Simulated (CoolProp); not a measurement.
Vapour-liquid equilibrium of m-xylene (1) + n-undecane (2) at 356.4 K; x and y are mole fractions of (1).

The numbers come from the multi-fluid Helmholtz-energy mixture model, Zhou 2012 and Aleksandrov 2011; pair parameters Bell 2016 in CoolProp.

| x | bubble pressure (kPa) | y at the bubble point | dew pressure at overall composition x (kPa) | liquid density (mol/L) |
|---|---|---|---|---|
| 0.05 | 2.782 | 0.301 | 2.138 | 4.529 |
| 0.15 | 4.240 | 0.588 | 2.355 | 4.745 |
| 0.25 | 5.692 | 0.728 | 2.622 | 4.979 |
| 0.35 | (withheld) | 0.812 | 2.956 | 5.234 |
| 0.45 | 8.632 | 0.868 | 3.387 | 5.511 |
| 0.55 | 10.14 | 0.908 | 3.964 | 5.814 |
| 0.65 | 11.67 | 0.938 | (withheld) | 6.147 |
| 0.75 | 13.22 | 0.961 | 6.008 | 6.513 |
| 0.85 | (withheld) | 0.980 | 8.088 | 6.919 |
| 0.95 | 16.34 | 0.994 | 12.40 | 7.369 |

Some entries are withheld; supply them.


- 0.35, bubble pressure (kPa): 7.152
- 0.65, dew pressure at overall composition x (kPa): 4.778
- 0.85, bubble pressure (kPa): 14.78

No azeotrope shows between x = 0.05 and 0.95.

Pair parameters are fitted to limited data, so mixtures are less certain than the pure fluids.
